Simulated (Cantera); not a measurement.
An adiabatic, constant-pressure homogeneous reactor starts with CO : H₂ : CH₄ : O₂ : N₂ : H₂O = 1 : 0.28 : 0.062 : 0.318 : 1.2 : 0.11 (molar parts), at 1000 K and 2.57 atm. Integrator tolerance rtol = 1e-08.

Computed with Cantera and GRI-Mech 3.0 (53 species, 325 reactions).

```tsv
quantity	before	after
time of steepest temperature rise	2.77 ms	2.54 ms
temperature at 10.0 s	2386 K	2454 K
equilibrium temperature	2386 K	2454 K
x(CO) at 10.0 s	0.268 (gas-phase equilibrium 0.268)	0.253 (gas-phase equilibrium 0.253)
x(H₂) at 10.0 s	0.0525 (gas-phase equilibrium 0.0525)	0.0415 (gas-phase equilibrium 0.0415)
x(CH₄) at 10.0 s	1.07e-11 (gas-phase equilibrium 1.17e-11)	3.73e-12 (gas-phase equilibrium 4.15e-12)
x(CH₃) at 10.0 s	7.94e-12 (gas-phase equilibrium 8.74e-12)	4.23e-12 (gas-phase equilibrium 4.70e-12)
x(C₂H) at 10.0 s	<1e-12 (gas-phase equilibrium <1e-12)	<1e-12 (gas-phase equilibrium <1e-12)
x(O₂) at 10.0 s	2.70e-5 (gas-phase equilibrium 2.70e-5)	8.41e-5 (gas-phase equilibrium 8.41e-5)
```

Task: What was changed between the two runs?
A. initial temperature 1000 to 1750 K
B. constant volume in place of constant pressure
C. CH4 0.062 to 0.039 parts
D. pressure from 2.57 atm to 4.64 atm

Result: C, CH4 0.062 to 0.039 parts
